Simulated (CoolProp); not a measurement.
Values from CoolProp's reference Helmholtz-energy equation of state, Platzer 1990. This equation is an older, rougher fit.

Problem. For c-C4F8 (RC318), give the phase and the Z, speed of sound (m/s), Joule-Thomson coefficient (K/MPa), isothermal compressibility (1/MPa) at 88.65 °C and 0.833 MPa; 88.65 °C and 0.972 MPa; 88.65 °C and 1.39 MPa.

Solution. 
- 88.65 °C and 0.833 MPa: gas; Z 0.857, speed of sound 109, Joule-Thomson coefficient 11.5, isothermal compressibility 1.43
- 88.65 °C and 0.972 MPa: gas; Z 0.828, speed of sound 105, Joule-Thomson coefficient 12.3, isothermal compressibility 1.29
- 88.65 °C and 1.39 MPa: gas; Z 0.725, speed of sound 92.4, Joule-Thomson coefficient 15.6, isothermal compressibility 1.12
